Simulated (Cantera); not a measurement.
## Fluorocarbon and chlorocarbon gases: CF₄ + H₂

Input: 1 mol CF₄, 0.32 mol H₂, held at 1330 Pa.

These are equilibrium values from Cantera (NASA tables, ideal gas, pure condensed phases), not measurements of a reactor. Candidate condensed phases: C, C₆H₆, C₇H₈, C₈H₁₈; 110 gas species. Ions and electrons are included (thermal ionisation). Gases not in the tables: C₂F₆ and larger saturated fluorocarbons. Rates play no part.

```
T (°C)  log p F  log p CF₄  log p HF  log p CF₂  log p C  log p H  log p CF  log p C₃  log p C₂  n C(graphite)
------  -------  ---------  --------  ---------  -------  -------  --------  --------  --------  -------------
1727      -3.49      -2.18     -2.26      -3.04   -10.52    -7.73     -5.83    -10.56    -11.63          0.114
2227      -2.22      -3.74     -2.54      -2.39    -6.78    -6.19     -3.71     -6.30     -7.34        0.00605
2727      -2.04      -7.41     -2.68      -3.29    -4.30    -4.45     -2.97     -3.51     -4.50          0.206
3227      -2.02     -11.13     -2.91      -4.81    -3.16    -3.22     -3.20     -3.42     -3.74              0
3727      -2.02       <-13     -3.68      -6.38    -2.70    -2.87     -3.80     -4.55     -3.97              0
4227      -2.02       <-13     -4.51      -7.90    -2.64    -2.83     -4.55     -6.31     -4.74              0
4727      -2.02       <-13     -5.21      -9.15    -2.63    -2.82     -5.20     -7.85     -5.43              0
```
log p: log10 of the partial pressure in bar; n: condensed amount in mol.

From 1727 °C to 2727 °C the condensed part is C(graphite). From 3227 °C to 4727 °C nothing is condensed. The main C-bearing gas is CF₄ at 1727 °C and C at 4727 °C.
